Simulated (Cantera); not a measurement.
**Premixed flame**

A freely propagating, adiabatic, planar premixed flame of 10.8 % CO, 1.19 % H₂, 4.87 % CH₄, 21.9 % O₂, 61.3 % N₂, equivalence ratio 0.72, unburnt at 648 K and 5.10 bar; multicomponent transport, grid criteria slope 0.08 and curve 0.16, no radiation.

Cantera simulation using GRI-Mech 3.0 (53 species, 325 reactions); the numbers are that mechanism's predictions, not measurements. Burning velocities carry a grid error of a few per cent, more on coarse grids.

| z (mm) | T (K) | u (m/s) | x CO | x H₂ | x CH₄ | x H₂O | x CO₂ | x C₂H₄ |
|---|---|---|---|---|---|---|---|---|
| -0.226 | 648 | 1.36 | 0.108 | 0.0118 | 0.0487 | 1.63e-5 | 2.55e-7 | <1e-8 |
| -0.151 | 649 | 1.36 | 0.108 | 0.0117 | 0.0487 | 0.000173 | 4.90e-6 | 2.62e-8 |
| -0.113 | 653 | 1.37 | 0.108 | 0.0115 | 0.0485 | 0.000760 | 3.56e-5 | 1.84e-7 |
| -0.0753 | 679 | 1.43 | 0.108 | 0.0111 | 0.0475 | 0.00366 | 0.000297 | 1.48e-6 |
| -0.0377 | 908 | 1.91 | 0.107 | 0.0102 | 0.0385 | 0.0246 | 0.00537 | 2.44e-5 |
| -0.0188 | 1275 | 2.69 | 0.105 | 0.00964 | 0.0230 | 0.0545 | 0.0192 | 6.54e-5 |
| 0 | 1697 | 3.56 | 0.0977 | 0.00788 | 0.00548 | 0.0868 | 0.0467 | 3.99e-5 |
| 0.0188 | 1920 | 3.99 | 0.0767 | 0.00507 | 0.000326 | 0.0989 | 0.0777 | 1.40e-6 |
| 0.0377 | 2036 | 4.19 | 0.0572 | 0.00405 | 1.05e-5 | 0.100 | 0.101 | 1.54e-8 |
| 0.0753 | 2178 | 4.43 | 0.0369 | 0.00357 | 1.41e-8 | 0.101 | 0.124 | <1e-8 |
| 0.151 | 2316 | 4.66 | 0.0232 | 0.00260 | <1e-8 | 0.105 | 0.140 | <1e-8 |
| 0.301 | 2414 | 4.83 | 0.0145 | 0.00160 | <1e-8 | 0.109 | 0.150 | <1e-8 |
| 0.603 | 2460 | 4.90 | 0.00994 | 0.00112 | <1e-8 | 0.110 | 0.155 | <1e-8 |
x: mole fraction of selected species; z is measured from the peak of heat release.

```json
{
  "laminar_burning_velocity": "136 cm/s",
  "thermal_thickness": "0.0753 mm",
  "peak x(C₂H₄)": "7.19e-5",
  "grid_points": "142"
}
```
